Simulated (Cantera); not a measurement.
A perfectly stirred reactor is fed with 12.1 % H2, 16.3 % O2, 71.7 % N2, equivalence ratio 0.37, at 53000 Pa; it is held at 1275 K, and followed from long to short residence time.

Detailed kinetics in Cantera: GRI-Mech 3.0 (53 species, 325 reactions). The temperature is held fixed by assumption; the heat of reaction is taken as removed at once.

x: mole fraction; the columns are a selection and need not sum to one.

```
τ (s)        x H2   x O2   x H2O2       x H     x NO
-------  --------  -----  -------  --------  -------
2.0       4.24e-5  0.109  1.90e-7   1.17e-6  8.29e-7
0.73      8.29e-5  0.109  3.06e-7   3.23e-6  6.38e-7
0.27     0.000160  0.109  4.75e-7   8.79e-6  4.76e-7
0.10     0.000307  0.109  7.18e-7   2.38e-5  3.78e-7
0.037           ?  0.109        ?         ?  3.66e-7
0.013     0.00112  0.109  1.52e-6  0.000183  4.76e-7
0.0050    0.00200  0.109  2.05e-6  0.000468  7.33e-7
0.0018          ?  0.110        ?         ?        ?
0.00067   0.00647  0.110  3.27e-6   0.00317  2.02e-6
```

Complete the blanks.


- 0.037, x H2: 0.000581
- 0.037, x H2O2: 1.05e-6
- 0.037, x H: 6.45e-5
- 0.0018, x H2: 0.00366
- 0.0018, x H2O2: 2.67e-6
- 0.0018, x H: 0.00126
- 0.0018, x NO: 1.25e-6
